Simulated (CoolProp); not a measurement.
A single-stage vapour-compression cycle with CH3F (R41): evaporating at 199.15 K (dew point), condensing at 247.15 K (bubble point), superheat 10 K, subcooling 8 K, compressor efficiency 0.7, no pressure losses. Each further row changes one setting.

Computed with CoolProp (reference Helmholtz-energy equation of state, Lemmon 2006). It is a short technical equation, of lower accuracy than the large ones.

| case | cooling COP | pressure ratio | discharge temperature (K) | refrigerating effect (kJ/kg) | volumetric capacity (kJ/m³) |
|---|---|---|---|---|---|
| as stated | ? | 7.33 | 372.5 | 408 | 1060 |
| evaporating temperature 204.15 K | 2.71 | 5.68 | ? | 411 | 1360 |
| condensing temperature 242.15 K | 2.64 | 6.19 | 357.1 | 419 | 1090 |
| subcooling 13 K | 2.37 | 7.33 | 372.5 | 419 | 1090 |
| superheat 20 K | 2.25 | 7.33 | 388.5 | 419 | ? |
| compressor efficiency 0.6 | 1.98 | 7.33 | ? | 408 | 1060 |

Some entries are withheld; supply them.


- as stated, cooling COP: 2.31
- evaporating temperature 204.15 K, discharge temperature (K): 355.9
- superheat 20 K, volumetric capacity (kJ/m³): 1040
- compressor efficiency 0.6, discharge temperature (K): 394.7
